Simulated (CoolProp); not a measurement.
Ethanol at several states: fugacity coefficient from the reference equation and from simpler models built on Tc = 241.6 °C, pc = 6.268 MPa, ω = 0.644; each cubic takes its own stable root.

Model: reference Helmholtz-energy equation of state, Schroeder 2014, in CoolProp.

```
T (°C)  p (MPa)   phase  reference
------  -------  ------  ---------
-20.95   0.0466  liquid   0.006860
186.65   0.0119     gas     0.9990
211.05   0.0306     gas     0.9980
-47.15   0.0744  liquid  0.0003575
```

Q: How far does each simpler model (van der Waals, Redlich-Kwong, Soave-Redlich-Kwong) lie from the reference over these 4 states: mean and median of the absolute difference, and the worst?

A: 
- van der Waals: mean 66504.6 %, median 7157.0 %, worst +251704.2 % at -47.15 °C and 0.0744 MPa
- Redlich-Kwong: mean 2589.3 %, median 1610.4 %, worst +7136.4 % at -47.15 °C and 0.0744 MPa
- Soave-Redlich-Kwong: mean 18.4 %, median 14.1 %, worst -45.4 % at -47.15 °C and 0.0744 MPa

At some of these states van der Waals gives the other phase, because its saturation line lies elsewhere.
